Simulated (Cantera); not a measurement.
Feed: 1 mol Si2H6, 0.037 mol Cl2, 110 mol N2, at 1573 K and 0.133 bar.

Equilibrium computed with Cantera from the NASA thermochemical tables; the gas is ideal and each condensed phase is pure. Candidate condensed phases: NH4Cl, Si, Si3N4; 28 gas species. The feed counts by its element totals alone. The numbers say what is thermodynamically allowed, not how fast it happens.

Base state: N2 0.973, H2 0.0265, HCl 0.000661, H 1.81e-5 (mole fractions); condensed: Si3N4(s).

What changes in the equilibrium state with this change: Cl2 from 0.037 to 0.11 mol?


```csv
species,before,after
N2,0.973,0.972
H2,0.0265,0.0259
HCl,0.000661,0.00195
H,1.81e-5,1.79e-5
"Si3N4(s), mol",0.667,0.666
```
